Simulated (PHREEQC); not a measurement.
Consider water at 25 °C with 4.6 mmol/kgw HBr and 5.6 mmol/kgw MgCl2. It is in equilibrium with CO2 at log p = -2 (atm). Otherwise closed; pH follows from the charge balance.

Computed with PHREEQC (ion-association model, phreeqc.dat).

```csv
quantity,before,after
pH,2.39,2.39
HCO3- (mol/kgw),4.25e-8,2.20e-8
(CO2)2 (mol/kgw),2.11e-9,1.22e-9
MgHCO3+ (mol/kgw),1.65e-9,1.12e-9
```

Name the change that produced these shifts.
(A) 0.00046 mol/kgw Na2CO3 added
(B) temperature from 25 to 20 °C
(C) temperature from 25 to 65 °C
(D) 0.0002 mol/kgw H2SO4 added
(E) diluted 100-fold with water

C, temperature from 25 to 65 °C

Precipitation was switched off in this run. Constants without temperature data keep their 25 °C values here.
